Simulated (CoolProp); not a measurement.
The numbers come from the reference Helmholtz-energy equation of state, Platzer 1990 in CoolProp. This equation is an older, rougher fit; its heat capacities, sound speeds and derivatives of the liquid may be far off and weren't checked against measurements.

### Question
Give the vapour pressure (kPa), vapour density (kg/m³), surface tension (mN/m) of saturated CF4 (R14) at -84.65 °C.

### Answer
```
T (°C)  p (kPa)  vapour density (kg/m³)  surface tension (mN/m)
------  -------  ----------------------  ----------------------
-84.65     1000                    69.8                    4.75
```

Surface tension comes from a separate correlation (Mulero 2012).
